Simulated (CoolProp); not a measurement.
A single-stage vapour-compression cycle with R404A: evaporating at 221.15 K (dew point), condensing at 262.15 K (bubble point), superheat 10 K, subcooling 0 K, compressor efficiency 0.75, no pressure losses. Each further row changes one setting.

Model: reference Helmholtz-energy equation of state, Lemmon 2003, in CoolProp. It is a pseudo-pure fit of the blend.

| case | cooling COP | pressure ratio | discharge temperature (K) | refrigerating effect (kJ/kg) | volumetric capacity (kJ/m³) |
|---|---|---|---|---|---|
| as stated | 3.28 | 5.80 | 297.2 | 159 | 610 |
| evaporating temperature 226.15 K | [?] | [?] | 293.2 | 162 | 788 |
| condensing temperature 257.15 K | [?] | [?] | [?] | 166 | 635 |
| subcooling 5 K | 3.42 | 5.80 | 297.2 | 166 | 635 |
| superheat 20 K | 3.28 | 5.80 | [?] | [?] | 610 |
| compressor efficiency 0.65 | [?] | 5.80 | 305.1 | 159 | 610 |

### Question
Complete the blanks.

### Answer

- evaporating temperature 226.15 K, cooling COP: 3.90
- evaporating temperature 226.15 K, pressure ratio: 4.51
- condensing temperature 257.15 K, cooling COP: 3.83
- condensing temperature 257.15 K, pressure ratio: 4.86
- condensing temperature 257.15 K, discharge temperature (K): 290.3
- superheat 20 K, discharge temperature (K): 308.0
- superheat 20 K, refrigerating effect (kJ/kg): 167
- compressor efficiency 0.65, cooling COP: 2.84
